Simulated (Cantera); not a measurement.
Cantera run:

```python
import numpy as np
import cantera as ct

gas_names = """
    B BH BH2 BH3 BN BO BO2 B2 B2O B2O2 B2O3 B3O3H3 H HBO HBO2 HNO HNO2 HNO3 HO2 H2 H2O H2O2 H3B3O6 N NH
    NH2 NH3 NH2OH NO NO2 NO3 N2 N2H2 N2H4 N2O O OH O2 O3
""".split()
cond_names = """
    B(b) B(L) BN(s) B2O3(L) B3O3H3(cr) H2O(s) H2O(L)
""".split()


# ... load() reads the species with a 1 bar reference pressure and builds the phases ...
atoms = {
    'B2H6': {'B': 2, 'H': 6},
    'H2O': {'H': 2, 'O': 1},
    'NH3': {'N': 1, 'H': 3},
}
top_T = {'BN(s)': 3200}  # K; cautious upper limits of use, not melting points


# ... equilibrate(T, P, feed) seeds the gas with the atoms and calls Mixture.equilibrate('TP', solver="vcs", rtol=1e-11, max_steps=5000) ...
results = []
feed = {'B2H6': 1, 'H2O': 2.1, 'NH3': 0.1}  # mol
P = 55  # Pa
for T in [848, 898, 948, 998, 1048, 1098, 1148, 1198, 1248, 1298, 1348, 1398, 1448, 1498]:
    mix = equilibrate(T, P, feed)
    results.append((T, P, feed, dict(zip(mix.species_names, mix.species_moles))))

top = {s: max(r[3][s] / sum(r[3][g] for g in gas_names) for r in results) for s in gas_names}
cols = sorted((s for s in top if top[s] > 0.001), key=lambda s: -top[s])[:8]
seen = [c for c in cond_names if any(r[3].get(c, 0) > 1e-12 for r in results)]
print("log10 of partial pressures in bar; condensed amounts in mol")
print(f"{'T/K':>10s}" + "".join(f"{s[:9]:>10s}" for s in cols + seen))
for T, P, feed, n in results:
    ng = sum(n[g] for g in gas_names)
    print(f"{T:10.4g}" + "".join(f"{np.log10(max(n[s] / ng * P / 1e5, 1e-99)):10.3f}" for s in cols)
          + "".join(f"{n.get(c, 0):10.4g}" for c in seen))
```

Result:

```
log10 of partial pressures in bar; condensed amounts in mol
       T/K        H2       HBO      B2O2      B2O3      HBO2        BO      B(b)     BN(s)   B2O3(L)
       848    -3.260    -9.642   -13.760   -15.227   -12.471   -16.677    0.4994       0.1    0.6994
       898    -3.260    -8.917   -12.492   -13.847   -11.580   -15.267    0.4993       0.1    0.6993
       948    -3.260    -8.271   -11.362   -12.618   -10.787   -14.009    0.4993       0.1    0.6993
       998    -3.260    -7.692   -10.349   -11.517   -10.077   -12.879    0.4992       0.1    0.6992
      1048    -3.260    -7.169    -9.435   -10.524    -9.438   -11.860     0.499       0.1     0.699
      1098    -3.260    -6.697    -8.607    -9.626    -8.860   -10.935    0.4985       0.1    0.6985
      1148    -3.260    -6.267    -7.854    -8.810    -8.335   -10.092    0.4974       0.1    0.6973
      1198    -3.261    -5.874    -7.166    -8.065    -7.857    -9.322    0.4945       0.1    0.6943
      1248    -3.262    -5.514    -6.536    -7.382    -7.420    -8.614    0.4876       0.1    0.6869
      1298    -3.266    -5.185    -5.956    -6.754    -7.019    -7.963    0.4714       0.1    0.6687
      1348    -3.274    -4.883    -5.420    -6.175    -6.652    -7.361    0.4326       0.1    0.6239
      1398    -3.292    -4.609    -4.925    -5.640    -6.318    -6.804    0.3384   0.09999    0.5106
      1448    -3.334    -4.367    -4.465    -5.143    -6.021    -6.286   0.09934   0.09997    0.2113
      1498    -3.358    -4.304    -4.375    -4.806    -5.693    -5.972         0   0.09932         0
```

Method: chemical equilibrium by Gibbs-energy minimisation in Cantera with the NASA 1993 tables (ideal gas, pure condensed phases). The feed counts by its element totals alone. Mutual solubility and eutectic melting of coexisting phases are not modelled.
